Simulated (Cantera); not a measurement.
Moist CO burnout

An isothermal, constant-pressure homogeneous reactor starts with CO : O2 : H2O : N2 = 0.0035 : 0.0098 : 0.00029 : 1 (molar parts), equivalence ratio 0.18, at 1248 K and 5.00 bar.

Cantera simulation using GRI-Mech 3.0 (53 species, 325 reactions); the numbers are that mechanism's predictions, not measurements.

```csv
t (s),x CO,x O2,x H2O,x CO2,x NO,x N2O
0.000700,0.00345,0.00967,0.000286,2.22e-8,<1e-12,4.49e-11
0.00128,0.00345,0.00967,0.000286,7.04e-8,<1e-12,1.65e-10
0.00235,0.00345,0.00967,0.000286,3.44e-7,<1e-12,8.01e-10
0.00430,0.00345,0.00967,0.000286,3.94e-6,1.48e-12,8.34e-9
0.00788,0.00334,0.00961,0.000284,0.000113,5.27e-10,1.92e-7
0.0144,0.00287,0.00937,0.000282,0.000583,1.16e-8,9.33e-7
0.0265,0.00216,0.00902,0.000283,0.00130,5.73e-8,2.01e-6
0.0485,0.00134,0.00861,0.000284,0.00212,1.67e-7,3.19e-6
0.0888,0.000632,0.00826,0.000285,0.00283,3.38e-7,4.11e-6
0.163,0.000211,0.00806,0.000286,0.00325,5.11e-7,4.36e-6
0.298,4.51e-5,0.00798,0.000286,0.00341,6.25e-7,3.65e-6
0.546,5.71e-6,0.00796,0.000286,0.00345,7.01e-7,2.15e-6
1.00,4.93e-7,0.00796,0.000286,0.00346,7.50e-7,7.35e-7
```
x: mole fraction; the columns are a selection and need not sum to one.

Equilibrium at this temperature and pressure: CO 9.04e-10, O2 0.00792, H2O 0.000287, CO2 0.00346, NO 6.09e-5, N2O 1.04e-8 (gas phase only).
